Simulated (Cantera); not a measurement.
Low-pressure radical oxidation in H2/O2

An isothermal, constant-pressure homogeneous reactor starts with 13.0 % H2, 87.0 % O2, equivalence ratio 0.075, at 1450 K and 20.0 Torr.

Detailed kinetics in Cantera: GRI-Mech 3.0 (53 species, 325 reactions). Radical loss at walls, strong at low pressure, is not modelled. The temperature is held fixed by assumption; the heat of reaction is taken as removed at once.

```csv
t (s),x H2,x O2,x H2O2,x HO2,x OH,x H
3.00e-5,0.130,0.870,5.97e-10,3.10e-7,2.53e-7,3.17e-7
0.000139,0.130,0.869,1.15e-8,1.56e-6,8.15e-5,8.67e-5
0.000646,0.00474,0.776,2.24e-7,7.33e-6,0.0145,0.0266
0.00300,0.00385,0.795,2.24e-7,7.27e-6,0.0132,0.0184
0.0139,0.00148,0.836,1.77e-7,5.72e-6,0.00839,0.00395
0.0646,0.000137,0.858,6.06e-8,1.45e-6,0.00258,0.000106
0.300,9.92e-6,0.860,1.32e-8,2.14e-7,0.000697,2.06e-6
1.39,1.37e-6,0.860,3.91e-9,1.63e-7,0.000260,1.06e-7
6.46,8.78e-7,0.860,3.25e-9,1.84e-7,0.000208,5.47e-8
30.0,8.78e-7,0.860,3.25e-9,1.84e-7,0.000208,5.46e-8
```
x: mole fraction; the columns are a selection and need not sum to one.

Equilibrium at this temperature and pressure: H2 8.78e-7, O2 0.860, H2O2 3.25e-9, HO2 1.84e-7, OH 0.000208, H 5.46e-8 (gas phase only).
